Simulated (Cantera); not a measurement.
An adiabatic, constant-pressure homogeneous reactor starts with C3H8 : O2 : N2 = 1 : 14.3 : 53.7 (molar parts), at 1525 K and 5.00 bar. Integrator tolerance rtol = 1e-08.

Model: GRI-Mech 3.0 (53 species, 325 reactions), integrated in Cantera. GRI-Mech 3.0 was tuned for natural gas; its chemistry of propane as a main component is partial and can be far from experiment.

| quantity | before | after |
|---|---|---|
| time of steepest temperature rise | 22.5 µs | 24.8 ms |
| temperature at 4.00 s | 2255 K | 1869 K |
| equilibrium temperature | 2255 K | 1863 K |
| x(C3H8) at 4.00 s | <1e-12 (gas-phase equilibrium <1e-12) | <1e-12 (gas-phase equilibrium <1e-12) |
| x(O2) at 4.00 s | 0.127 (gas-phase equilibrium 0.127) | 0.132 (gas-phase equilibrium 0.131) |
| x(HCN) at 4.00 s | <1e-12 (gas-phase equilibrium <1e-12) | <1e-12 (gas-phase equilibrium <1e-12) |
| x(O) at 4.00 s | 0.000607 (gas-phase equilibrium 0.000607) | 3.72e-5 (gas-phase equilibrium 3.51e-5) |
| x(H2) at 4.00 s | 0.000112 (gas-phase equilibrium 0.000112) | 7.04e-6 (gas-phase equilibrium 6.71e-6) |
| x(CH2) at 4.00 s | <1e-12 (gas-phase equilibrium <1e-12) | <1e-12 (gas-phase equilibrium <1e-12) |

Question: Name the change that produced these shifts.
(A) pressure from 5.00 bar to 15.0 bar
(B) pressure from 5.00 bar to 10.0 bar
(C) constant volume in place of constant pressure
(D) initial temperature 1525 to 1075 K

Answer: D, initial temperature 1525 to 1075 K
